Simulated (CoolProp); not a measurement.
Vapour-liquid equilibrium of n-butane (1) + benzene (2) at 48.35 °C; x and y are mole fractions of (1).

Values from CoolProp's multi-fluid Helmholtz-energy mixture model, Bücker 2006 and Thol 2012; pair parameters Bell 2016.

| x | bubble pressure, mixture model (MPa) | bubble pressure, Raoult's law (MPa) | y, mixture model | y, Raoult's law |
|---|---|---|---|---|
| 0.05 | 0.06239 | 0.05603 | ___ | 0.424 |
| 0.2 | 0.1466 | 0.1221 | 0.804 | 0.777 |
| 0.35 | 0.2224 | 0.1883 | 0.889 | 0.883 |
| 0.5 | 0.2866 | 0.2544 | 0.928 | 0.933 |
| 0.65 | ___ | 0.3205 | 0.952 | 0.963 |
| 0.8 | ___ | 0.3866 | 0.971 | 0.982 |
| 0.95 | 0.4527 | 0.4527 | 0.992 | 0.996 |

Q: Fill in the missing entries.

A: 
- 0.05, y, mixture model: 0.476
- 0.65, bubble pressure, mixture model (MPa): 0.3420
- 0.8, bubble pressure, mixture model (MPa): 0.3947

The largest gap from Raoult's law is +20.1 % in bubble pressure, at x = 0.2. No azeotrope shows between x = 0.05 and 0.95.

Pair parameters are fitted to limited data, so mixtures are less certain than the pure fluids.
